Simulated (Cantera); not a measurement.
An adiabatic, constant-volume homogeneous reactor starts with 8.60 % CH₄, 19.1 % O₂, 71.9 % N₂, 0.361 % H₂, at 1048 K and 3750 Torr.

Computed with Cantera and GRI-Mech 3.0 (53 species, 325 reactions).

Q: Predict: time of steepest temperature rise; temperature at 5.00 s; equilibrium temperature; x(O₂) at 5.00 s; x(CO₂) at 5.00 s; x(HCN) at 5.00 s; x(CO) at 5.00 s.

A: time of steepest temperature rise: 28.8 ms
temperature at 5.00 s: 2848 K
equilibrium temperature: 2848 K
x(O₂) at 5.00 s: 0.0213 (gas-phase equilibrium 0.0213)
x(CO₂) at 5.00 s: 0.0629 (gas-phase equilibrium 0.0629)
x(HCN) at 5.00 s: 2.17e-9 (gas-phase equilibrium 2.17e-9)
x(CO) at 5.00 s: 0.0215 (gas-phase equilibrium 0.0215)
